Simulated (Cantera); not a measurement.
A freely propagating, adiabatic, planar premixed flame of CO : H2 : CH4 : O2 : N2 = 1 : 0.42 : 1.3 : 2.36 : 8.89 (molar parts), unburnt at 425 K and 9.87 atm; mixture-averaged transport, grid criteria slope 0.08 and curve 0.16, no radiation.

Model: GRI-Mech 3.0 (53 species, 325 reactions), integrated in Cantera. Burning velocities carry a grid error of a few per cent, more on coarse grids.

Question: What does this change do: CH4 1.3 to 1.7 parts?

Answer: 
```csv
quantity,before,after
laminar burning velocity,19.6 cm/s,10.5 cm/s
thermal thickness,0.115 mm,0.203 mm
peak x(C2H4),0.00116,0.00217
peak x(CH3),0.00132,0.000874
peak x(CH2),1.80e-5,3.38e-6
```

Question: What does this change do: N2 8.89 to 11 parts?

Answer: 
```
quantity                     before      after
------------------------  ---------  ---------
laminar burning velocity  19.6 cm/s  10.4 cm/s
thermal thickness          0.115 mm   0.198 mm
peak x(C2H4)                0.00116    0.00108
peak x(CH3)                 0.00132   0.000653
peak x(CH2)                 1.80e-5    4.49e-6
```
